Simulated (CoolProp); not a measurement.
A single-stage vapour-compression cycle with the fluid: evaporating at 286.15 K (dew point), condensing at 335.15 K (bubble point), superheat 0 K, subcooling 5 K, compressor efficiency 0.7, no pressure losses. The same conditions are run with several fluids, on thermodynamics alone (safety and materials aside).

Model: reference Helmholtz-energy equation of state of each fluid (CH2F2 (R32): Tillner-Roth 1997; R113: Marx 1992; n-hexane: Thol 2019; sulfur dioxide: Gao 2016; n-perfluoropentane: Gao 2022; chlorine: Thol 2021), in CoolProp.

```csv
fluid,cooling COP,pressure ratio,discharge temperature (K),refrigerating effect (kJ/kg),volumetric capacity (kJ/m³)
CH2F2 (R32),2.92,3.40,383.3,204,6760
R113,3.48,5.84,338.7,114,249
n-hexane,3.46,7.00,335.1,272,116
sulfur dioxide,3.48,4.51,425.6,306,2240
n-perfluoropentane,2.75,5.47,335.1,48.3,324
chlorine,3.41,3.41,420.6,212,3820
```

The compression ends wet for: n-hexane; n-perfluoropentane.
